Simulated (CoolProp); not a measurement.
Vapour-liquid equilibrium of n-pentane (1) + acetone (2) at 21.15 °C; x and y are mole fractions of (1).

The numbers come from the multi-fluid Helmholtz-energy mixture model, Thol 2019 and Lemmon 2006; pair parameters Bell 2016 in CoolProp.

**Question.** Give the bubble pressure and the first vapour's composition at x = 0.125, 0.875, 0.95. Is there an azeotrope?

**Answer.** x = 0.125: 0.05018 MPa, y = 0.528; x = 0.875: 0.06565 MPa, y = 0.814; x = 0.95: 0.06280 MPa, y = 0.900. y crosses x between x = 0.725 and 0.8: the model has an azeotrope there.

Pair parameters are fitted to limited data, so mixtures are less certain than the pure fluids. With so large a gap from Raoult's law the liquid may split in two, which this calculation doesn't test in full.
